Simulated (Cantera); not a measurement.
Input: 1 mol Cu₂O, 1.1 mol C, 7.6 mol H₂, 12 mol CO, equilibrated at 0.240 bar.

These are equilibrium values from Cantera (NASA tables, ideal gas, pure condensed phases), not measurements of a reactor. Candidate condensed phases: C, C₆H₆, C₇H₈, C₈H₁₈, Cu, CuO, Cu(OH)₂, Cu₂O, H₂O; 113 gas species. Equilibrium is a limit: real reactors are often held back by kinetics, nucleation or transport.

x: gas mole fraction; n: condensed amount in mol.

| T (K) | x CO | x H₂ | x CO₂ | x Cu | x H₂O | n C(graphite) | n Cu(s) | n Cu(l) |
|---|---|---|---|---|---|---|---|---|
| 950 | 0.488 | 0.370 | 0.0958 | 7.87e-12 | 0.0405 | 2.46 | 2.00 | 0 |
| 1050 | 0.603 | 0.367 | 0.0187 | 4.38e-10 | 0.00963 | 0.629 | 2.00 | 0 |
| 1150 | 0.626 | 0.367 | 0.00370 | 1.20e-8 | 0.00259 | 0.213 | 2.00 | 0 |
| 1250 | 0.630 | 0.368 | 0.000916 | 1.93e-7 | 0.000838 | 0.129 | 2.00 | 0 |
| 1350 | 0.631 | 0.369 | … | … | … | 0.108 | 2.00 | 0 |
| 1450 | 0.631 | 0.369 | 0.000100 | 1.43e-5 | 0.000139 | 0.103 | 0 | 2.00 |
| 1550 | 0.631 | 0.369 | 4.14e-5 | 7.73e-5 | 6.77e-5 | 0.101 | 0 | 2.00 |
| 1650 | 0.631 | 0.369 | 1.91e-5 | 0.000338 | 3.59e-5 | 0.0995 | 0 | 1.99 |
| 1750 | 0.630 | 0.368 | … | … | … | 0.0982 | 0 | 1.97 |
| 1850 | 0.628 | 0.367 | 5.29e-6 | 0.00396 | 1.24e-5 | 0.0959 | 0 | 1.92 |
| 1950 | 0.624 | 0.364 | 3.05e-6 | 0.0111 | 7.82e-6 | 0.0916 | 0 | 1.77 |
| 2050 | 0.612 | 0.356 | 1.82e-6 | 0.0282 | 5.05e-6 | 0.0838 | 0 | 1.39 |
| 2150 | 0.588 | 0.341 | 1.09e-6 | 0.0654 | 3.24e-6 | 0.0706 | 0 | 0.535 |
| 2250 | 0.573 | 0.330 | 7.04e-7 | 0.0872 | 2.20e-6 | 0.0496 | 0 | 0 |

What belongs in the gaps?


- 1750, x CO₂: 9.69e-6
- 1750, x Cu: 0.00124
- 1750, x H₂O: 2.05e-5
- 1350, x CO₂: 0.000278
- 1350, x Cu: 2.04e-6
- 1350, x H₂O: 0.000320
